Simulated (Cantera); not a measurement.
An isothermal, constant-pressure homogeneous reactor starts with 0.197 % CO, 0.984 % O2, 0.394 % H2O, 98.4 % N2, equivalence ratio 0.10, at 975 K and 1.00 bar.

Computed with Cantera and GRI-Mech 3.0 (53 species, 325 reactions).

Problem. Predict: x(CO) at 4.00 s; x(O2) at 4.00 s; x(H2O) at 4.00 s; x(CO2) at 4.00 s.

Solution. 
```json
{
  "x(CO) at 4.00 s": "0.000962 (gas-phase equilibrium <1e-12)",
  "x(O2) at 4.00 s": "0.00935 (gas-phase equilibrium 0.00886)",
  "x(H2O) at 4.00 s": "0.00393 (gas-phase equilibrium 0.00394)",
  "x(CO2) at 4.00 s": "0.00101 (gas-phase equilibrium 0.00197)"
}
```
